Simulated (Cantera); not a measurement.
An adiabatic, constant-volume homogeneous reactor starts with CH4 : C2H6 : O2 : N2 : CO2 = 1 : 0.13 : 2.46 : 9.23 : 0.67 (molar parts), at 1150 K and 30.0 bar. Integrator tolerance rtol = 1e-08.

Cantera simulation using GRI-Mech 3.0 (53 species, 325 reactions); the numbers are that mechanism's predictions, not measurements. The pressure lies above the range GRI-Mech 3.0 was tuned for (to about 10 atm).

Question: What does this change do: N2 9.23 to 16 parts?

Answer: 
| quantity | before | after |
|---|---|---|
| time of steepest temperature rise | 0.798 ms | 1.10 ms |
| temperature at 0.300 s | 2938 K | 2584 K |
| equilibrium temperature | 2938 K | 2584 K |
| x(CH4) at 0.300 s | <1e-12 (gas-phase equilibrium <1e-12) | <1e-12 (gas-phase equilibrium <1e-12) |
| x(C2H6) at 0.300 s | <1e-12 (gas-phase equilibrium <1e-12) | <1e-12 (gas-phase equilibrium <1e-12) |
| x(O2) at 0.300 s | 0.0113 (gas-phase equilibrium 0.0113) | 0.00366 (gas-phase equilibrium 0.00366) |
| x(O) at 0.300 s | 0.00110 (gas-phase equilibrium 0.00110) | 0.000159 (gas-phase equilibrium 0.000159) |
| x(CH2) at 0.300 s | <1e-12 (gas-phase equilibrium <1e-12) | <1e-12 (gas-phase equilibrium <1e-12) |
| x(CH2O) at 0.300 s | 6.03e-9 (gas-phase equilibrium 6.03e-9) | 5.30e-10 (gas-phase equilibrium 5.30e-10) |
| x(CH2CO) at 0.300 s | <1e-12 (gas-phase equilibrium <1e-12) | <1e-12 (gas-phase equilibrium <1e-12) |
